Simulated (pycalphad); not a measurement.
Ta-Ti solution, phase liquid, at 3450 K; mixing quantities and activities refer to the pure elements in the same phase at that temperature, stable or not.

CALPHAD calculation (pycalphad, COST 507 light-alloy database (1999)), 1 atm. The database dates from 1999; later assessments differ in places, in temperatures and in the compounds included.

| x(Ti) | ΔH mix (kJ/mol) | ΔG mix (kJ/mol) | excess S (J/mol/K) | a(Ta) | a(Ti) |
|---|---|---|---|---|---|
| 0.02 | -0.11 | -2.92 | -0.00 | 0.980 | 0.0167 |
| 0.05 | [?] | [?] | -0.00 | [?] | [?] |
| 0.1 | [?] | [?] | -0.00 | [?] | [?] |
| 0.2 | -0.51 | -14.87 | 0.00 | 0.784 | 0.198 |
| 0.3 | -0.38 | -17.90 | 0.00 | 0.675 | 0.313 |
| 0.4 | -0.10 | -19.40 | 0.00 | 0.571 | 0.427 |
| 0.5 | 0.25 | -19.63 | 0.00 | 0.475 | 0.536 |
| 0.6 | 0.58 | -18.73 | 0.00 | 0.384 | 0.637 |
| 0.7 | 0.80 | -16.72 | 0.00 | 0.298 | 0.731 |
| 0.8 | 0.83 | -13.52 | 0.00 | 0.211 | 0.819 |
| 0.9 | 0.59 | -8.73 | -0.00 | 0.116 | 0.906 |
| 0.95 | 0.35 | -5.35 | -0.00 | 0.0615 | 0.952 |
| 0.98 | 0.15 | -2.66 | -0.00 | 0.0257 | 0.980 |

Question: Complete the blanks.

Answer: 
- 0.05, ΔH mix (kJ/mol): -0.25
- 0.05, ΔG mix (kJ/mol): -5.95
- 0.05, a(Ta): 0.948
- 0.05, a(Ti): 0.0433
- 0.1, ΔH mix (kJ/mol): -0.41
- 0.1, ΔG mix (kJ/mol): -9.74
- 0.1, a(Ta): 0.895
- 0.1, a(Ti): 0.0914
